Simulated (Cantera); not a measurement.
Feed: 1 mol SiH₂Cl₂, 0.019 mol Cl₂, 17 mol H₂, 4.2 mol HCl, held at 652 °C and 0.00340 bar.

Method: chemical equilibrium by Gibbs-energy minimisation in Cantera with the NASA 1993 tables (ideal gas, pure condensed phases). Candidate condensed phases: Si; 19 gas species. The tables' values for SiCl₃ are old estimates; treat these amounts as uncertain. Equilibrium is a limit: real reactors are often held back by kinetics, nucleation or transport.

Q: What is the equilibrium state?

A: 
* **x(H₂)**: 0.853
* **x(HCl)**: 0.102
* **x(SiCl₄)**: 0.0435
* **x(SiHCl₃)**: 0.00132
* **x(SiCl₃)**: 0.000150
* **x(SiCl₂)**: 2.05e-5
* **x(SiH₂Cl₂)**: 3.92e-6
* **gas amount**: 22.22 mol
* **log10 activity of Si(s) (absent)**: -2.94
